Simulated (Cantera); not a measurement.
What does this Cantera script print?

```python
import numpy as np
import cantera as ct

gas_names = """
    B BH BH2 BH3 BN BO BO2 B2 B2O B2O2 B2O3 B3O3H3 H HBO HBO2 HNO HNO2 HNO3 HO2 H2 H2O H2O2 H3B3O6 N NH
    NH2 NH3 NH2OH NO NO2 NO3 N2 N2H2 N2H4 N2O O OH O2 O3
""".split()
cond_names = """
    B(b) B(L) BN(s) B2O3(L) B3O3H3(cr) H2O(s) H2O(L)
""".split()


# ... load() reads the species with a 1 bar reference pressure and builds the phases ...
atoms = {
    'borazine': {'B': 3, 'N': 3, 'H': 6},
    'H2O': {'H': 2, 'O': 1},
    'N2': {'N': 2},
}
top_T = {'BN(s)': 3200}  # K; cautious upper limits of use, not melting points


# ... equilibrate(T, P, feed) seeds the gas with the atoms and calls Mixture.equilibrate('TP', solver="vcs", rtol=1e-11, max_steps=5000) ...
results = []
feed = {'borazine': 1, 'H2O': 17, 'N2': 5.8}  # mol
P = 47000  # Pa
for T in [825, 975, 1125, 1275, 1425, 1575, 1725, 1875]:
    mix = equilibrate(T, P, feed)
    results.append((T, P, feed, dict(zip(mix.species_names, mix.species_moles))))

top = {s: max(r[3][s] / sum(r[3][g] for g in gas_names) for r in results) for s in gas_names}
cols = sorted((s for s in top if top[s] > 1e-06), key=lambda s: -top[s])[:6]
seen = [c for c in cond_names if any(r[3].get(c, 0) > 1e-12 for r in results)]
print("log10 of partial pressures in bar; condensed amounts in mol")
print(f"{'T/K':>10s}" + "".join(f"{s[:9]:>10s}" for s in cols + seen))
for T, P, feed, n in results:
    ng = sum(n[g] for g in gas_names)
    print(f"{T:10.4g}" + "".join(f"{np.log10(max(n[s] / ng * P / 1e5, 1e-99)):10.3f}" for s in cols)
          + "".join(f"{n.get(c, 0):10.4g}" for c in seen))
```

Output:

```
log10 of partial pressures in bar; condensed amounts in mol
       T/K       H2O        H2        N2      HBO2    H3B3O6      B2O3   B2O3(L)
       825    -0.686    -0.886    -0.897    -6.875    -2.137   -15.921    0.8691
       975    -0.675    -0.888    -0.899    -5.153    -2.512   -12.009     1.233
      1125    -0.671    -0.888    -0.900    -3.913    -2.811    -9.176     1.362
      1275    -0.671    -0.889    -0.901    -2.980    -3.054    -7.036     1.393
      1425    -0.677    -0.891    -0.903    -2.258    -3.263    -5.367     1.291
      1575    -0.699    -0.899    -0.910    -1.691    -3.463    -4.031     0.859
      1725    -0.744    -0.912    -0.924    -1.328    -3.927    -3.110         0
      1875    -0.743    -0.913    -0.924    -1.330    -5.226    -2.989         0
```

Equilibrium computed with Cantera from the NASA thermochemical tables; the gas is ideal and each condensed phase is pure. The feed counts by its element totals alone. Gases not in the tables: H3BO3.
